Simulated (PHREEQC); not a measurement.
Dissolve 0.0023 mol Na2HAsO4, 3.6e-05 mol H2SO4 and 0.08 mol CaCl2 per kg of water at 85 °C. Closed to the air; pH follows from the charge balance.

Equilibrium calculation in PHREEQC: ion-association model, wateq4f.dat.

Task: The ionic strength comes out as 0.247 mol/kgw. What activity coefficients do Ca+2, Cl-, Na+, OH-, H2AsO4- get?

Result: Ca+2 0.26, Cl- 0.67, Na+ 0.70, OH- 0.66, H2AsO4- 0.71.

Precipitation was switched off in this run. Constants without temperature data keep their 25 °C values here. The database has no arsenate complexes of Ca.
